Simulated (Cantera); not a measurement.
Feed: 1 mol HF, 0.014 mol SO2, 0.17 mol H2, held at 1425 K and 1.33 mbar.

Equilibrium computed with Cantera from the NASA thermochemical tables; the gas is ideal and each condensed phase is pure. Candidate condensed phases: H2O, H2SO4, S; 43 gas species. Rates play no part.

Base state: HF 0.850, H2 0.119, H2O 0.0236, S2 0.00490, H2S 0.00162, SH 0.000286, SO2 8.93e-5, SO 6.74e-5 (mole fractions); condensed: gas only.

Problem. What changes in the equilibrium state with this change: HF replaced by S?

Solution. 
| species | before | after |
|---|---|---|
| S2 | 0.00490 | 0.740 |
| H2 | 0.119 | 0.183 |
| H2O | 0.0236 | 0.0383 |
| HF | 0.850 | 0 |
| H2S | 0.00162 | 0.0307 |
| S2O | 1.70e-6 | 0.000271 |
| SH | 0.000286 | 0.00436 |
| SO2 | 8.93e-5 | 0.00123 |
| SO | 6.74e-5 | 0.000876 |
